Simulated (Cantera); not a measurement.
Carbon deposition, reforming and gasification: C2H4 + NH3 + O2

Charge: 1 mol C2H4, 0.036 mol NH3, 0.17 mol O2, held at 1448.15 K and 13.3 mbar.

These are equilibrium values from Cantera (NASA tables, ideal gas, pure condensed phases), not measurements of a reactor. Candidate condensed phases: C, C6H6, C7H8, C8H18, H2O; 136 gas species. Equilibrium is a limit: real reactors are often held back by kinetics, nucleation or transport.

- x(H2): 0.851
- x(CO): 0.141
- x(N2): 0.00743
- x(H): 7.38e-5
- x(HCN): 5.76e-5
- x(CH4): 3.22e-5
- x(C2H2 (acetylene)): 4.05e-6
- x(H2O): 4.05e-6
- n(C(graphite)): 1.66 mol
- gas amount: 2.412 mol
